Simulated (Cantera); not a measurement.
Charge: 1 mol SiH4, 0.11 mol Cl2, 360 mol H2, equilibrated at 1373.15 K and 0.133 bar.

Method: chemical equilibrium by Gibbs-energy minimisation in Cantera with the NASA 1993 tables (ideal gas, pure condensed phases). Candidate condensed phases: Si; 19 gas species. Equilibrium is a limit: real reactors are often held back by kinetics, nucleation or transport.

Base state: H2 0.999, HCl 0.000605 (mole fractions); condensed: Si(s).

What changes in the equilibrium state with this change: SiH4 replaced by SiH2Cl2?


| species | before | after |
|---|---|---|
| H2 | 0.999 | 0.994 |
| HCl | 0.000605 | 0.00592 |
| SiCl2 | 1.05e-6 | 0.000101 |
| Si(s), mol | 0.999 | 0.962 |

What changes in the equilibrium state with this change: H2 from 360 to 8.4 mol?


```csv
species,before,after
H2,0.999,0.980
HCl,0.000605,0.0186
SiCl2,1.05e-6,0.00102
SiCl3,1.42e-9,4.26e-5
SiHCl3,<1e-9,2.75e-5
SiH2Cl2,1.43e-8,1.35e-5
"Si(s), mol",0.999,0.988
```
The tables' values for SiCl3 are old estimates; treat these amounts as uncertain.
